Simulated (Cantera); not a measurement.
A closed system holds: 1 mol (CH3)2SiCl2, 290 mol H2, held at 0.790 bar.

Equilibrium computed with Cantera from the NASA thermochemical tables; the gas is ideal and each condensed phase is pure. Candidate condensed phases: C, C6H6, C7H8, C8H18, Si, SiC; 109 gas species. The feed counts by its element totals alone. Equilibrium is a limit: real reactors are often held back by kinetics, nucleation or transport.

**Question.** At 1823 K, list the 5 most abundant gas species with their mole fractions, and the condensed phases.

**Answer.** H2 0.992, HCl 0.00679, CH4 0.000555, H 0.000485, C2H2 (acetylene) 0.000210. Condensed: C(graphite) + SiC(s).
